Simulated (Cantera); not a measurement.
What does this Cantera script print?

```python
import numpy as np
import cantera as ct

gas = ct.Solution("gri30.yaml")
gas.TPX = 1725, 100000, {'CH4': 1, 'H2': 33}
reactor = ct.IdealGasConstPressureReactor(gas, energy="off", clone=False)
net = ct.ReactorNet([reactor])
net.rtol, net.atol = 1e-08, 1e-18
show = ['CH4', 'H2', 'C2H4', 'C2H', 'CH2', 'C2H2']
times = np.geomspace(0.0005, 3, 12)

steps = ct.SolutionArray(gas, extra=["t"])
rows = []
print(f"{'t/s':>10s}{'T/K':>9s}{'P/Pa':>11s}" + "".join(f"{s:>11s}" for s in show))
for t in times:
    while net.time < t:
        t_next = net.step()
        steps.append(gas.state, t=t_next)
    rows.append([np.interp(t, steps.t, y) for y in (steps.T, steps.P, *steps(*show).X.T)])
    print(f"{t:10.3e}{rows[-1][0]:9.1f}{rows[-1][1]:11.4g}" + "".join(f"{x:11.3e}" for x in rows[-1][2:]))
rate = np.gradient(steps.T, steps.t)
print("integrator steps:", len(steps.t))
if steps.T.max() > steps.T[0] + 200:
    print(f"time of steepest temperature rise: {steps.t[rate.argmax()]:.4e} s")
gas.TPX = 1725, 100000, {'CH4': 1, 'H2': 33}
gas.equilibrate("TP")
print(f"equilibrium (TP): T = {gas.T:.1f} K  " + "  ".join(f"{s} {gas[s].X[0]:.3e}" for s in show))
```

Result:

```
       t/s      T/K       P/Pa        CH4         H2       C2H4        C2H        CH2       C2H2
 5.000e-04   1725.0      1e+05  2.924e-02  9.704e-01  1.866e-05  8.190e-12  1.984e-08  7.222e-06
 1.103e-03   1725.0      1e+05  2.913e-02  9.705e-01  3.539e-05  5.222e-11  2.031e-08  4.542e-05
 2.432e-03   1725.0      1e+05  2.888e-02  9.706e-01  4.372e-05  1.806e-10  2.015e-08  1.570e-04
 5.363e-03   1725.0      1e+05  2.835e-02  9.709e-01  5.211e-05  4.666e-10  1.982e-08  4.056e-04
 1.183e-02   1725.0      1e+05  2.726e-02  9.715e-01  6.918e-05  1.061e-09  1.913e-08  9.211e-04
 2.608e-02   1725.0      1e+05  2.515e-02  9.726e-01  1.026e-04  2.216e-09  1.777e-08  1.919e-03
 5.751e-02   1725.0      1e+05  2.157e-02  9.744e-01  1.602e-04  4.188e-09  1.544e-08  3.610e-03
 1.268e-01   1725.0      1e+05  1.675e-02  9.769e-01  2.396e-04  6.868e-09  1.225e-08  5.878e-03
 2.797e-01   1725.0      1e+05  1.229e-02  9.792e-01  3.153e-04  9.399e-09  9.199e-09  7.980e-03
 6.169e-01   1725.0      1e+05  1.001e-02  9.804e-01  3.547e-04  1.072e-08  7.614e-09  9.051e-03
 1.360e+00   1725.0      1e+05  9.638e-03  9.805e-01  3.612e-04  1.094e-08  7.349e-09  9.228e-03
 3.000e+00   1725.0      1e+05  9.631e-03  9.806e-01  3.614e-04  1.094e-08  7.345e-09  9.231e-03
integrator steps: 665
equilibrium (TP): T = 1725.0 K  CH4 9.631e-03  H2 9.806e-01  C2H4 3.614e-04  C2H 1.094e-08  CH2 7.345e-09  C2H2 9.231e-03
```

Cantera simulation using GRI-Mech 3.0 (53 species, 325 reactions); the numbers are that mechanism's predictions, not measurements. GRI-Mech 3.0 stops at C3 and has no aromatics, soot or wall deposition, so with more carbon than oxygen in the feed, carbon stays in small species such as C2H2 where larger ones or solid carbon would form.
